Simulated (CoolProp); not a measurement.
Vapour-liquid equilibrium of ethylene (1) + isobutane (2) at 0.159 MPa; x and y are mole fractions of (1).

Computed with CoolProp (multi-fluid Helmholtz-energy mixture model, Smukala 2000 and Bücker 2006; pair parameters Bell 2016).

```tsv
x	bubble temperature, mixture model (K)	bubble temperature, Raoult's law (K)	y, mixture model	y, Raoult's law
0.05	253.1	246.8	0.553	0.672
0.125	231.8	225.3	0.844	0.896
0.2	218.3	213.3	0.932	0.953
0.275	209.2	205.3	0.965	0.975
0.35	202.4	199.6	0.980	0.985
0.425	197.2	195.1	0.988	0.990
0.5	193.0	191.5	0.992	0.994
0.575	189.6	188.5	0.995	0.996
0.65	186.6	185.9	0.997	0.997
0.725	184.1	183.7	0.998	0.998
0.8	182.0	181.7	0.999	0.999
0.875	180.1	180.0	0.999	0.999
0.95	178.5	178.4	1.000	1.000
```

The largest gap from Raoult's law is +6.5 K in bubble temperature, at x = 0.125. No azeotrope shows between x = 0.05 and 0.95.

Pair parameters are fitted to limited data, so mixtures are less certain than the pure fluids.
